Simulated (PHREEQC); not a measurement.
0.1 g of hydrous ferric oxide (600 m²/g; 0.2 weak and 0.005 strong sites per Fe, Dzombak-Morel constants, diffuse double layer) in 1 kg of water with 0.1 mol/kgw of an inert sodium salt and 1.2e-06 mol/kgw PbCl2 and 5.1e-06 mol/kgw MnCl2, at 25 °C; the pH is set by adding NaOH or the inert anion's acid. The system is closed to oxygen. CO2 from the air is kept out. Nothing may precipitate in this run.

The series has 17 steps of pH, from 3 to 11.

The numbers come from PHREEQC with the ion-association model, wateq4f.dat.

Task: Near which pH is half of the Pb sorbed, and on which side is more sorbed?

Result: Near pH 4.2, with more sorbed at higher pH.

Task: Near which pH is half of the Mn sorbed, and on which side is more sorbed?

Result: Near pH 7.3, with more sorbed at higher pH.

The oxide is taken as insoluble; below pH 4 it would dissolve.
